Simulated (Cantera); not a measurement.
A Cantera script and what it prints.

```python
import numpy as np
import cantera as ct

gas_names = """
    AL ALCL ALCL2 ALCL3 ALH ALN AL2 AL2CL6 CL CL2 H HCL H2 N NH NH2 NH3 N2 N2H2 N2H4
""".split()
cond_names = """
    AL(cr) AL(L) ALCL3(s) ALCL3(L) ALN(s) NH4CL(a) NH4CL(b)
""".split()


# ... load() reads the species with a 1 bar reference pressure and builds the phases ...
atoms = {
    'Al': {'AL': 1},
    'HCl': {'H': 1, 'CL': 1},
    'N2': {'N': 2},
}
top_T = {'ALN(s)': 2750}  # K; cautious upper limits of use, not melting points


# ... equilibrate(T, P, feed) seeds the gas with the atoms and calls Mixture.equilibrate('TP', solver="vcs", rtol=1e-11, max_steps=5000) ...
results = []
feed = {'Al': 1, 'HCl': 9.2, 'N2': 3.9}  # mol
T = 1950  # K
for P in [10, 46, 220, 1000, 4600, 22000, 100000]:
    mix = equilibrate(T, P, feed)
    results.append((T, P, feed, dict(zip(mix.species_names, mix.species_moles))))
    x = sorted(zip(gas.X, gas.species_names), reverse=True)
    print(f"T = {T:g} K  P = {P:g} Pa  gas = {mix.phase_moles(0):.4g} mol")
    print("   x: " + "  ".join(f"{s} {v:.3e}" for v, s in x if v > 0.0001))
    print("   condensed (mol): " + ("  ".join(f"{mix.phase(i).name} {mix.phase_moles(i):.4g}"
          for i in range(1, mix.n_phases) if mix.phase_moles(i) > 1e-12) or "none"))
```

It prints:

```
T = 1950 K  P = 10 Pa  gas = 14.73 mol
   x: HCL 4.244e-01  N2 2.648e-01  CL 1.262e-01  H2 8.357e-02  ALCL 6.230e-02  H 3.314e-02  ALCL2 4.738e-03  ALCL3 7.782e-04
   condensed (mol): none
T = 1950 K  P = 46 Pa  gas = 14.06 mol
   x: HCL 4.905e-01  N2 2.773e-01  H2 7.452e-02  CL 7.199e-02  ALCL 5.528e-02  H 1.459e-02  ALCL2 1.104e-02  ALCL3 4.757e-03
   condensed (mol): none
T = 1950 K  P = 220 Pa  gas = 13.52 mol
   x: HCL 5.196e-01  N2 2.884e-01  H2 7.697e-02  ALCL 3.887e-02  CL 3.431e-02  ALCL2 1.769e-02  ALCL3 1.738e-02  H 6.780e-03
   condensed (mol): none
T = 1950 K  P = 1000 Pa  gas = 13.12 mol
   x: HCL 5.185e-01  N2 2.973e-01  H2 8.968e-02  ALCL3 3.644e-02  ALCL 2.098e-02  ALCL2 1.881e-02  CL 1.488e-02  H 3.433e-03
   condensed (mol): none
T = 1950 K  P = 4600 Pa  gas = 12.85 mol
   x: HCL 5.072e-01  N2 3.035e-01  H2 1.035e-01  ALCL3 5.498e-02  ALCL2 1.453e-02  ALCL 8.295e-03  CL 6.318e-03  H 1.719e-03
   condensed (mol): none
T = 1950 K  P = 22000 Pa  gas = 12.71 mol
   x: HCL 4.986e-01  N2 3.069e-01  H2 1.123e-01  ALCL3 6.763e-02  ALCL2 8.662e-03  CL 2.726e-03  ALCL 2.396e-03  H 8.189e-04
   condensed (mol): none
T = 1950 K  P = 100000 Pa  gas = 12.65 mol
   x: HCL 4.948e-01  N2 3.084e-01  H2 1.162e-01  ALCL3 7.391e-02  ALCL2 4.552e-03  CL 1.247e-03  ALCL 6.053e-04  H 3.907e-04
   condensed (mol): none
```

These are equilibrium values from Cantera (NASA tables, ideal gas, pure condensed phases), not measurements of a reactor. The tables' values for AlCl2 are old estimates; treat these amounts as uncertain.
